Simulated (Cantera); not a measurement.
Mixture: 13.6 % CH4, 18.1 % O2, 68.3 % N2, equivalence ratio 1.5, at 33.0 bar, adiabatic and at constant pressure. Ignition delay is the time to a rise of 400 K.

Computed with Cantera and GRI-Mech 3.0 (53 species, 325 reactions). The pressure lies above the range GRI-Mech 3.0 was tuned for (to about 10 atm).

Task: Predict: delay at 1123 K; delay at 1223 K; delay at 1323 K; delay at 1423 K; delay at 1523 K; delay at 1623 K; apparent activation energy between 1423 and 1623 K.

Result: 
```
Quantity                                                Result
--------------------------------------------------  ----------
delay at 1123 K                                        3.90 ms
delay at 1223 K                                        1.12 ms
delay at 1323 K                                       0.384 ms
delay at 1423 K                                       0.146 ms
delay at 1523 K                                        59.7 µs
delay at 1623 K                                        25.9 µs
apparent activation energy between 1423 and 1623 K  170 kJ/mol
```
